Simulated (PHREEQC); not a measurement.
Dissolve 7.3 mmol/kgw KHCO3 and 62 mmol/kgw Na2HPO4 at 25 °C. Closed to the air; pH follows from the charge balance.

All values are PHREEQC results (ion-association model, phreeqc.dat), not measurements.

Each row changes one thing in this solution. Precipitation was switched off in this run.

```csv
case,pH,ionic strength (mol/kgw),Na+ (mol/kgw),HPO4-2 (mol/kgw),HCO3- (mol/kgw),NaHPO4- (mol/kgw)
as made,8.72,0.184,0.119,0.0569,0.00641,0.00407
KHCO3 from 0.0073 to 0.00073 mol/kgw,…,…,0.120,0.0573,0.000577,0.00415
diluted 2-fold with water,8.83,…,0.0605,0.0292,0.00327,0.00132
KHCO3 from 0.0073 to 0.0365 mol/kgw,8.40,0.211,0.118,0.0557,0.0335,0.00377
temperature from 25 to 60 °C,8.40,0.184,0.119,0.0568,0.00598,0.00376
temperature from 25 to 15 °C,…,0.184,0.119,0.0570,0.00649,0.00414
```

Q: What belongs in the gaps?

A: 
- KHCO3 from 0.0073 to 0.00073 mol/kgw, pH: 9.08
- KHCO3 from 0.0073 to 0.00073 mol/kgw, ionic strength (mol/kgw): 0.178
- diluted 2-fold with water, ionic strength (mol/kgw): 0.0936
- temperature from 25 to 15 °C, pH: 8.82

Complexes and solids missing from the database can't appear. At this temperature some constants are extrapolated from 25 °C, and those without enthalpy data are left unchanged.
